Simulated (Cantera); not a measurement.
A perfectly stirred reactor is fed with H2 : O2 : N2 = 1 : 0.357 : 1.34 (molar parts), equivalence ratio 1.4, at 7500 Torr; it is adiabatic with a 650 K inlet, and is followed from long to short residence time, starting on the burning branch (τ in s: 0.045, 0.02, 0.0088, 0.0039, 0.0017, 0.00077, 0.00034, 0.00015, 6.8e-05, 3e-05, 1.3e-05, 5.9e-06).

Detailed kinetics in Cantera: the H2/O2 subset of GRI-Mech 3.0, which has no nitrogen chemistry. The hydrogen kinetics of GRI-Mech 3.0 are dated; newer H2 mechanisms differ, most at raised pressure.

Problem. What does this change do: H2 1 to 0.76 parts?

Solution. 
```
quantity                                                                          before                                   after
------------------------------------------------  --------------------------------------  --------------------------------------
blow-out, bracketed by the residence times tried  burning at 5.90 µs, the shortest tried  burning at 5.90 µs, the shortest tried
x(H2) at τ = 45.0 ms                                                               0.121                                  0.0290
x(O2) at τ = 45.0 ms                                                             4.56e-5                                 0.00215
x(H2O) at τ = 45.0 ms                                                              0.302                                   0.325
x(O) at τ = 45.0 ms                                                              4.12e-5                                0.000472
x(HO2) at τ = 45.0 ms                                                            9.06e-8                                 2.24e-6
x(H2) at τ = 0.340 ms                                                              0.121                                  0.0322
x(O2) at τ = 0.340 ms                                                           0.000416                                 0.00355
x(H2O) at τ = 0.340 ms                                                             0.299                                   0.319
x(O) at τ = 0.340 ms                                                            0.000143                                0.000737
x(HO2) at τ = 0.340 ms                                                           7.48e-7                                 4.09e-6
```

Problem. What does this change do: pressure from 7500 Torr to 173 Torr?

Solution. 
| quantity | before | after |
|---|---|---|
| blow-out, bracketed by the residence times tried | burning at 5.90 µs, the shortest tried | burning at 68.0 µs, out at 30.0 µs |
| x(H2) at τ = 45.0 ms | 0.121 | 0.117 |
| x(O2) at τ = 45.0 ms | 4.56e-5 | 0.00129 |
| x(H2O) at τ = 45.0 ms | 0.302 | 0.286 |
| x(O) at τ = 45.0 ms | 4.12e-5 | 0.00125 |
| x(HO2) at τ = 45.0 ms | 9.06e-8 | 3.05e-7 |
| x(H2) at τ = 0.340 ms | 0.121 | 0.100 |
| x(O2) at τ = 0.340 ms | 0.000416 | 0.0133 |
| x(H2O) at τ = 0.340 ms | 0.299 | 0.234 |
| x(O) at τ = 0.340 ms | 0.000143 | 0.00957 |
| x(HO2) at τ = 0.340 ms | 7.48e-7 | 2.78e-6 |

Problem. What does this change do: inlet temperature 650 to 500 K?

Solution. 
```
quantity                                                                          before                                   after
------------------------------------------------  --------------------------------------  --------------------------------------
blow-out, bracketed by the residence times tried  burning at 5.90 µs, the shortest tried  burning at 5.90 µs, the shortest tried
x(H2) at τ = 45.0 ms                                                               0.121                                   0.121
x(O2) at τ = 45.0 ms                                                             4.56e-5                                 2.14e-5
x(H2O) at τ = 45.0 ms                                                              0.302                                   0.303
x(O) at τ = 45.0 ms                                                              4.12e-5                                 1.49e-5
x(HO2) at τ = 45.0 ms                                                            9.06e-8                                 3.53e-8
x(H2) at τ = 0.340 ms                                                              0.121                                   0.121
x(O2) at τ = 0.340 ms                                                           0.000416                                0.000433
x(H2O) at τ = 0.340 ms                                                             0.299                                   0.300
x(O) at τ = 0.340 ms                                                            0.000143                                0.000103
x(HO2) at τ = 0.340 ms                                                           7.48e-7                                 8.62e-7
```
